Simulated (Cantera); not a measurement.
Gas mixture: 100 % NO, at 0.000257 atm, frozen composition.

Cantera's kinetic-theory transport with the Lennard-Jones parameters of GRI-Mech 3.0, ideal gas; thermal conductivity in the mixture-averaged form. The composition is frozen, though it would react at the higher temperatures.

One state of this run: ρ (kg/m³) = 4.94e-5; cp (J/kg/K) = 1219; μ (µPa s) = 65.1; λ (mW/m/K) = 112; Pr = 0.706; D (cm²/s) O = 27900; D (cm²/s) H = 110000; D (cm²/s) H₂O = 23900. D: mixture-averaged diffusion coefficient of that species in the mixture.

Q: Which value of T (K) does it belong to?
(A) 900
(B) 1900
(C) 400
(D) 1650

A: B, 1900
